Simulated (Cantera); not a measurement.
Input (Python, Cantera) and output of one run.

```python
import numpy as np
import cantera as ct

gas_names = [...]  # 136 gases of nasa_gas.yaml made of C, H, N, O
cond_names = """
    C(gr) C6H6(L) C7H8(L) C8H18(L),n-octa H2O(s) H2O(L)
""".split()


# ... load() reads the species with a 1 bar reference pressure and builds the phases ...
atoms = {
    'n-butane': {'C': 4, 'H': 10},
    'NH3': {'N': 1, 'H': 3},
    'H2': {'H': 2},
    'CO2': {'C': 1, 'O': 2},
}
top_T = {'C(gr)': 4500}  # K; cautious upper limits of use, not melting points


# ... equilibrate(T, P, feed) seeds the gas with the atoms and calls Mixture.equilibrate('TP', solver="vcs", rtol=1e-11, max_steps=5000) ...
results = []
feed = {'n-butane': 1, 'NH3': 0.12, 'H2': 3.9, 'CO2': 1.2}  # mol
T = 2273  # K
P = 8600  # Pa
mix = equilibrate(T, P, feed)
results.append((T, P, feed, dict(zip(mix.species_names, mix.species_moles))))
x = sorted(zip(gas.X, gas.species_names), reverse=True)
print(f"T = {T:g} K  P = {P:g} Pa  gas = {mix.phase_moles(0):.4g} mol")
print("   x: " + "  ".join(f"{s} {v:.3e}" for v, s in x if v > 0.001))
print("   condensed (mol): " + ("  ".join(f"{mix.phase(i).name} {mix.phase_moles(i):.4g}"
      for i in range(1, mix.n_phases) if mix.phase_moles(i) > 1e-12) or "none"))
```

Output:

```
T = 2273 K  P = 8600 Pa  gas = 11.69 mol
   x: H2 7.605e-01  CO 2.054e-01  H 2.498e-02  N2 3.997e-03  C2H2,acetylene 2.867e-03  HCN 2.089e-03
   condensed (mol): C(gr) 2.706
```

Equilibrium computed with Cantera from the NASA thermochemical tables; the gas is ideal and each condensed phase is pure.
